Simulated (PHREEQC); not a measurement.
1 kg of water holding 0.12 mol KCl and 0.0084 mol NaCl is evaporated at 40 °C; the solids stay in contact with the brine. CO2 from the air is kept out. The run lets Halite, Sylvite precipitate or redissolve, and no other solid.

The series has 28 steps of water left (kg), from 1 to 0.005012.

Model: Pitzer model, pitzer.dat, run in PHREEQC.

Problem. Which solids form, in which order, and at which step of the series does each first stand?

Solution. Sylvite from water left = 0.01979 kg.

Constants without temperature data keep their 25 °C values here.
